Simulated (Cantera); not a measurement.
Input: 1 mol BN, a varied amount of H₂, equilibrated at 0.0580 bar.

Cantera equilibrium calculation (NASA polynomials, part measured and part estimated; ideal gas, pure solids and liquids). Candidate condensed phases: B, BN; 15 gas species. Mutual solubility and eutectic melting of coexisting phases are not modelled. Kinetics and transport are ignored.

Question: What condenses at these points (T in K, n(H₂) in mol): (1973, 0.28); (2673, 0.28); (2673, 0.13); (2573, 0.13); (1473, 0.13); (2273, 0.2)?

Answer: 
```tsv
T (K)	n(H₂) in mol	condensed phases	B condensed (%)
1973	0.28	B + BN	100.0
2673	0.28	B	99.2
2673	0.13	B	99.4
2573	0.13	B	99.7
1473	0.13	BN	100.0
2273	0.2	B + BN	100.0
```
